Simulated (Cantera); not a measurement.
Feed: 1 mol B2O3, 1.8 mol H2O, 24 mol N2, at 0.220 bar.

Method: chemical equilibrium by Gibbs-energy minimisation in Cantera with the NASA 1993 tables (ideal gas, pure condensed phases). Candidate condensed phases: B, BN, B2O3, B3O3H3, H2O; 39 gas species. Gases not in the tables: H3BO3. Kinetics and transport are ignored.

x: gas mole fraction; n: condensed amount in mol.

```csv
T (K),x N2,x H2O,x HBO2,x B2O3,n B2O3(l)
1400,0.928,0.0669,0.00515,[?],0.931
1450,0.926,0.0652,0.00834,[?],0.889
1500,0.924,0.0627,0.0129,[?],0.828
1550,0.921,0.0593,0.0193,[?],0.740
1600,0.917,0.0548,0.0276,[?],0.620
1650,0.911,0.0491,0.0380,[?],0.456
1700,0.903,0.0424,0.0501,[?],0.238
1750,0.895,0.0364,0.0609,0.00679,0
1800,0.895,0.0367,0.0600,0.00722,0
1850,0.895,0.0369,0.0591,0.00764,0
1900,0.895,0.0372,0.0581,0.00804,0
1950,0.895,0.0373,0.0572,0.00844,0
```

Task: Complete the blanks.

Result: 
- 1400, x B2O3: 1.09e-5
- 1450, x B2O3: 3.42e-5
- 1500, x B2O3: 9.86e-5
- 1550, x B2O3: 0.000265
- 1600, x B2O3: 0.000667
- 1650, x B2O3: 0.00158
- 1700, x B2O3: 0.00356
